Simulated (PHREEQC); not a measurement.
Buffer: speciation

Make-up at 20 °C: 6.9 mmol/kgw NaH2PO4 and 6.4 mmol/kgw Na2CO3. Closed to the air; pH follows from the charge balance.

Model: ion-association model, wateq4f.dat, run in PHREEQC.

This is a speciation only: nothing precipitates in the calculation.

**Question.** Estimate the pH, ionic strength.

**Answer.** pH 8.15; ionic strength 0.0259 mol/kgw.

**Question.** In which forms is P present?

**Answer.** HPO4-2 91 %, H2PO4- 6.9 %, NaHPO4- 1.9 % of the P.

H3PO4, which wateq4f.dat lacks, is added to it with the constant of phreeqc.dat.
